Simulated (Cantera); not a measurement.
Cantera run:

```python
import numpy as np
import cantera as ct

gas_names = [...]  # 95 gases of nasa_gas.yaml made of C, F, H
cond_names = """
    C(gr) C6H6(L) C7H8(L) C8H18(L),n-octa
""".split()


# ... load() reads the species with a 1 bar reference pressure and builds the phases ...
atoms = {
    'c-C4F8': {'C': 4, 'F': 8},
    'H2': {'H': 2},
}
top_T = {'C(gr)': 4500}  # K; cautious upper limits of use, not melting points


# ... equilibrate(T, P, feed) seeds the gas with the atoms and calls Mixture.equilibrate('TP', solver="vcs", rtol=1e-11, max_steps=5000) ...
results = []
feed = {'c-C4F8': 1, 'H2': 9.6}  # mol
T = 1225  # K
P = 100000  # Pa
mix = equilibrate(T, P, feed)
results.append((T, P, feed, dict(zip(mix.species_names, mix.species_moles))))
x = sorted(zip(gas.X, gas.species_names), reverse=True)
print(f"T = {T:g} K  P = {P:g} Pa  gas = {mix.phase_moles(0):.4g} mol")
print("   x: " + "  ".join(f"{s} {v:.3e}" for v, s in x if v > 1e-05))
print("   condensed (mol): " + ("  ".join(f"{mix.phase(i).name} {mix.phase_moles(i):.4g}"
      for i in range(1, mix.n_phases) if mix.phase_moles(i) > 1e-12) or "none"))
```

Output:

```
T = 1225 K  P = 100000 Pa  gas = 13.57 mol
   x: HF 5.895e-01  H2 4.083e-01  CH4 2.189e-03
   condensed (mol): C(gr) 3.97
```

These are equilibrium values from Cantera (NASA tables, ideal gas, pure condensed phases), not measurements of a reactor. The feed counts by its element totals alone.
